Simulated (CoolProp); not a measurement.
Vapour pressure (kPa) of R245fa: the reference equation beside estimates from Tc = 427.0 K, pc = 3651 kPa, ω = 0.378. Clausius-Clapeyron is anchored at 335.4 K with a constant enthalpy of vaporisation of 22.46 kJ/mol.

The numbers come from the reference Helmholtz-energy equation of state, Akasaka 2015 in CoolProp.

| T (K) | reference | Clausius-Clapeyron | van der Waals |
|---|---|---|---|
| 335.4 | 492.9 | 492.9 | 1285 |
| 338.1 | 531.3 | 525.6 | 1334 |
| 340.7 | 570.5 | 558.6 | ? |
| 343.4 | 613.4 | ? | 1434 |
| 346.1 | 658.7 | 632.2 | 1486 |
| 348.7 | ? | 670.1 | 1538 |
| 351.4 | 755.0 | 711.1 | 1593 |
| 354 | ? | 752.4 | 1647 |
| 356.7 | 861.5 | 797.2 | 1704 |
| 359.3 | 917.7 | 842.1 | 1761 |
| 362 | 978.9 | ? | 1820 |
| 364.6 | 1041 | 939.3 | 1879 |
| 367.3 | 1108 | ? | ? |
| 370 | 1178 | 1047 | 2005 |
| 372.6 | 1249 | 1101 | 2067 |

Question: What belongs in the gaps?

Answer: 
- 340.7, van der Waals: 1383
- 343.4, Clausius-Clapeyron: 594.6
- 348.7, reference: 704.7
- 354, reference: 805.9
- 362, Clausius-Clapeyron: 890.6
- 367.3, Clausius-Clapeyron: 991.9
- 367.3, van der Waals: 1941

Absolute difference from the reference over all 15 rows, mean and median: Clausius-Clapeyron 6.4 and 6.6 %, van der Waals 107.6 and 104.4 %.
